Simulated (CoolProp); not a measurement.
A single-stage vapour-compression cycle with n-perfluorobutane: evaporating at 305.15 K (dew point), condensing at 352.15 K (bubble point), superheat 2 K, subcooling 5 K, compressor efficiency 0.85, no pressure losses. Each further row changes one setting.

Computed with CoolProp (reference Helmholtz-energy equation of state, Gao 2022).

```tsv
case	cooling COP	pressure ratio	discharge temperature (K)	refrigerating effect (kJ/kg)	volumetric capacity (kJ/m³)
as stated	___	3.40	352.1	36.5	1270
evaporating temperature 310.15 K	3.87	2.93	352.1	40.3	1630
condensing temperature 347.15 K	3.94	3.03	347.1	42.8	___
subcooling 10 K	3.66	3.40	352.1	42.9	1500
superheat 12 K	3.49	3.40	352.1	45.6	1520
compressor efficiency 0.75	___	3.40	352.1	36.5	1270
```

**Question.** What belongs in the gaps?

**Answer.** 
- as stated, cooling COP: 3.12
- condensing temperature 347.15 K, volumetric capacity (kJ/m³): 1490
- compressor efficiency 0.75, cooling COP: 2.75

The compression ends wet for: as stated; evaporating temperature 310.15 K; condensing temperature 347.15 K; subcooling 10 K; superheat 12 K; compressor efficiency 0.75.
